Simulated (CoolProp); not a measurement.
CF4 (R14) along the isotherm -28.45 °C: Z from the reference equation and from simpler models built on Tc = -45.8 °C, pc = 3.762 MPa, ω = 0.178; each cubic takes its own stable root.

Model: reference Helmholtz-energy equation of state, Platzer 1990, in CoolProp. This equation is an older, rougher fit; its heat capacities, sound speeds and derivatives of the liquid may be far off and weren't checked against measurements.

| p (MPa) | phase | reference |
|---|---|---|
| 0.0595 | gas | 0.9957 |
| 0.113 | gas | 0.9918 |
| 0.214 | gas | 0.9845 |
| 0.405 | gas | 0.9704 |
| 0.768 | gas | 0.9431 |
| 1.46 | gas | 0.8887 |
| 2.76 | gas | 0.7746 |
| 5.23 | supercritical | 0.4674 |
| 9.92 | supercritical | 0.4330 |
| 18.8 | supercritical | 0.6967 |

Problem. How far does each simpler model (Redlich-Kwong, Peng-Robinson) lie from the reference over these 10 states: mean and median of the absolute difference, and the worst?

Solution. 
- Redlich-Kwong: mean 1.3 %, median 0.2 %, worst +6.4 % at -28.45 °C and 9.92 MPa
- Peng-Robinson: mean 1.4 %, median 0.6 %, worst -6.8 % at -28.45 °C and 18.8 MPa
